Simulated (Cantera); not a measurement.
An isothermal, constant-pressure homogeneous reactor starts with 4.55 % C2H6, 95.5 % N2, at 1350 K and 0.900 Torr.

Model: GRI-Mech 3.0 (53 species, 325 reactions), integrated in Cantera. GRI-Mech 3.0 stops at C3 and has no aromatics, soot or wall deposition, so with more carbon than oxygen in the feed, carbon stays in small species such as C2H2 where larger ones or solid carbon would form. Radical loss at walls, strong at low pressure, is not modelled.

Q: Predict: x(C2H6) at 3.00 s; x(H) at 3.00 s; x(C2H4) at 3.00 s; x(C2H2) at 3.00 s; x(CH3) at 3.00 s.

A: 
```json
{
  "x(C2H6) at 3.00 s": "5.18e-6 (gas-phase equilibrium 7.55e-12)",
  "x(H) at 3.00 s": "1.84e-5 (gas-phase equilibrium 2.00e-5)",
  "x(C2H4) at 3.00 s": "0.00772 (gas-phase equilibrium 2.45e-6)",
  "x(C2H2) at 3.00 s": "0.0271 (gas-phase equilibrium 0.0164)",
  "x(CH3) at 3.00 s": "0.000102 (gas-phase equilibrium 9.01e-8)"
}
```
